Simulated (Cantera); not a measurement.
An isothermal plug-flow reactor at 900 K and 0.938 atm (inlet), inlet velocity 0.42 m/s, active area per volume 280 1/m; feed 0.237 % CH4, 11.8 % O2, 84.9 % N2, 3.01 % H2O.

Computed with Cantera and Deutschmann's 1995 Pt surface mechanism with GRI-Mech 3.0 gas chemistry. Catalytic surfaces can have several steady states; this one follows from the mechanism file's or the stated starting coverage. Mass transfer to the wall is taken as infinitely fast.

**Question.** Predict: x(CH4) at z = 0.014 m; x(O2) at z = 0.014 m; x(H2O) at z = 0.014 m; x(CO2) at z = 0.014 m; x(CO) at z = 0.014 m; θ(free Pt) at the exit; θ(O*) at the exit; θ(OH*) at the exit.

**Answer.** 
| Item | Result |
|---|---|
| x(CH4) at z = 0.014 m | 0.00209 |
| x(O2) at z = 0.014 m | 0.118 |
| x(H2O) at z = 0.014 m | 0.0306 |
| x(CO2) at z = 0.014 m | 0.000269 |
| x(CO) at z = 0.014 m | 5.80e-7 |
| θ(free Pt) at the exit | 0.0976 |
| θ(O*) at the exit | 0.899 |
| θ(OH*) at the exit | 0.00335 |
